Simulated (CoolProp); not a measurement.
Vapour-liquid equilibrium of n-octane (1) + m-xylene (2) at 232.95 °C; x and y are mole fractions of (1).

Values from CoolProp's multi-fluid Helmholtz-energy mixture model, Beckmüller 2019 and Zhou 2012; pair parameters Bell 2016.

Problem. Give the bubble pressure and the first vapour's composition at x = 0.55, 0.85, 0.95. Is there an azeotrope?

Solution. x = 0.55: 8.871 bar, y = 0.598; x = 0.85: 9.519 bar, y = 0.869; x = 0.95: 9.720 bar, y = 0.957. No azeotrope shows between x = 0.05 and 0.95.

Pair parameters are fitted to limited data, so mixtures are less certain than the pure fluids.
